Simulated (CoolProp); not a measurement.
Vapour pressure (bar) of ethanol: the reference equation beside estimates from Tc = 514.7 K, pc = 62.68 bar, ω = 0.644. Clausius-Clapeyron is anchored at 324.2 K with a constant enthalpy of vaporisation of 40.99 kJ/mol.

Model: reference Helmholtz-energy equation of state, Schroeder 2014, in CoolProp.

| T (K) | reference | Clausius-Clapeyron | van der Waals | Redlich-Kwong | Soave-Redlich-Kwong |
|---|---|---|---|---|---|
| 308.3 | 0.1386 | 0.1412 | 5.392 | 1.261 | 0.1307 |
| 324.2 | 0.3092 | 0.3092 | … | 2.100 | 0.3012 |
| 340.2 | 0.6357 | 0.6321 | 9.314 | 3.311 | 0.6318 |
| 356.1 | … | 1.207 | 11.83 | 4.961 | 1.214 |
| 372 | 2.155 | 2.181 | 14.76 | 7.137 | 2.175 |
| 387.9 | 3.635 | … | 18.12 | 9.921 | 3.670 |
| 403.8 | … | 6.194 | 21.94 | … | … |
| 419.8 | 9.017 | 9.863 | 26.26 | 17.66 | 9.064 |

Problem. Complete the blanks.

Solution. 
- 324.2, van der Waals: 7.167
- 356.1, reference: 1.208
- 387.9, Clausius-Clapeyron: 3.755
- 403.8, reference: 5.841
- 403.8, Redlich-Kwong: 13.39
- 403.8, Soave-Redlich-Kwong: 5.887

Absolute difference from the reference over all 8 rows, mean and median: Clausius-Clapeyron 2.8 and 1.5 %, van der Waals 1212.9 and 732.1 %, Redlich-Kwong 343.7 and 270.9 %, Soave-Redlich-Kwong 1.6 and 0.9 %.
